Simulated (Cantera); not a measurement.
A closed system holds: 1 mol SiF4, 0.087 mol O3, a varied amount of H2, 1.8 mol N2O, at 1177 °C and 380 Pa.

Cantera equilibrium calculation (NASA polynomials, part measured and part estimated; ideal gas, pure solids and liquids). Candidate condensed phases: H2O, Si, SiO2, Si2N2O, Si3N4; 58 gas species. The tables hold silica as quartz up to 1696 K and as liquid above; real silica turns to tridymite and cristobalite and melts near 1996 K. Rates play no part.

Problem. What share of the Si ends up in condensed phases as a function of n(H2) (mol), at 0.2, 0.29, 0.43, 0.62, 0.91, 1.3, 1.9, 2.8, 4.1, 6, 8.7, 13?

Solution. 
```
n(H2) (mol)  Si condensed (%)              as
-----------  ----------------  --------------
0.2                       9.9  SiO2(β-quartz)
0.29                     14.3  SiO2(β-quartz)
0.43                     21.2  SiO2(β-quartz)
0.62                     30.3  SiO2(β-quartz)
0.91                     43.9  SiO2(β-quartz)
1.3                      61.3  SiO2(β-quartz)
1.9                      84.4  SiO2(β-quartz)
2.8                      89.6  SiO2(β-quartz)
4.1                      90.2  SiO2(β-quartz)
6                        90.9  SiO2(β-quartz)
8.7                      91.6  SiO2(β-quartz)
13                       92.4  SiO2(β-quartz)
```
